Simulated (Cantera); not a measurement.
A perfectly stirred reactor is fed with 6.87 % CH₄, 19.6 % O₂, 73.5 % N₂, at 150000 Pa; it is adiabatic with a 750 K inlet, and is followed from long to short residence time, starting on the burning branch (τ in s: 0.2, 0.095, 0.046, 0.023, 0.011, 0.0054, 0.0026, 0.0013, 0.00063, 0.00031, 0.00015, 7.3e-05).

Cantera simulation using GRI-Mech 3.0 (53 species, 325 reactions); the numbers are that mechanism's predictions, not measurements.

x: mole fraction; the columns are a selection and need not sum to one.

| τ (s) | T (K) | x CH₄ | x O₂ | x CO₂ | x NO | x H₂O | x HCO |
|---|---|---|---|---|---|---|---|
| 0.20 | 2171 | 1.03e-6 | 0.0576 | 0.0673 | 0.00232 | 0.135 | 5.33e-9 |
| 0.095 | 2171 | 2.08e-6 | 0.0580 | 0.0672 | 0.00144 | 0.135 | 1.12e-8 |
| 0.046 | 2170 | ? | 0.0583 | 0.0670 | ? | 0.135 | ? |
| 0.023 | 2166 | 7.37e-6 | 0.0586 | 0.0667 | 0.000525 | 0.134 | 4.69e-8 |
| 0.011 | 2158 | 1.33e-5 | 0.0588 | 0.0661 | 0.000325 | 0.134 | 9.92e-8 |
| 0.0054 | 2145 | 2.25e-5 | 0.0592 | 0.0652 | 0.000215 | 0.133 | 2.05e-7 |
| 0.0026 | 2123 | 3.75e-5 | 0.0597 | 0.0637 | 0.000144 | 0.132 | 4.31e-7 |
| 0.0013 | 2094 | 6.06e-5 | 0.0605 | 0.0616 | 9.80e-5 | 0.130 | 8.69e-7 |
| 0.00063 | 2054 | ? | 0.0617 | 0.0588 | ? | 0.128 | ? |
| 0.00031 | 2005 | 0.000177 | 0.0633 | 0.0552 | 4.43e-5 | 0.125 | 3.60e-6 |
| 0.00015 | 1943 | 0.000334 | 0.0660 | 0.0504 | 2.94e-5 | 0.123 | 7.29e-6 |
| 7.3e-5 | 1869 | 0.000705 | 0.0704 | 0.0435 | 1.81e-5 | 0.120 | 1.48e-5 |

Q: Complete the blanks.

A: 
- 0.046, x CH₄: 4.04e-6
- 0.046, x NO: 0.000860
- 0.046, x HCO: 2.33e-8
- 0.00063, x CH₄: 0.000102
- 0.00063, x NO: 6.55e-5
- 0.00063, x HCO: 1.79e-6
